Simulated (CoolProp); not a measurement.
Vapour-liquid equilibrium of n-hexane (1) + toluene (2) at 0.333 MPa; x and y are mole fractions of (1).

The numbers come from the multi-fluid Helmholtz-energy mixture model, Thol 2019 and Lemmon 2006; pair parameters Bell 2016 in CoolProp.

| x | bubble temperature, mixture model (K) | bubble temperature, Raoult's law (K) | y, mixture model | y, Raoult's law |
|---|---|---|---|---|
| 0.05 | 426.5 | 428.0 | 0.142 | 0.124 |
| 0.15 | 418.1 | 421.2 | 0.350 | 0.327 |
| 0.25 | 411.6 | 415.3 | 0.494 | 0.483 |
| 0.35 | 406.4 | 409.9 | 0.602 | 0.606 |
| 0.45 | 402.0 | 405.1 | 0.687 | 0.704 |
| 0.55 | 398.3 | 400.8 | 0.757 | 0.783 |
| 0.65 | 394.9 | 396.8 | 0.819 | 0.848 |
| 0.75 | 391.9 | 393.2 | 0.874 | 0.901 |
| 0.85 | 389.2 | 389.9 | 0.926 | 0.946 |
| 0.95 | 386.6 | 386.8 | 0.976 | 0.983 |

The largest gap from Raoult's law is -3.7 K in bubble temperature, at x = 0.25. No azeotrope shows between x = 0.05 and 0.95.

The pair parameters rest on a limited set of measurements; away from them the model extrapolates.
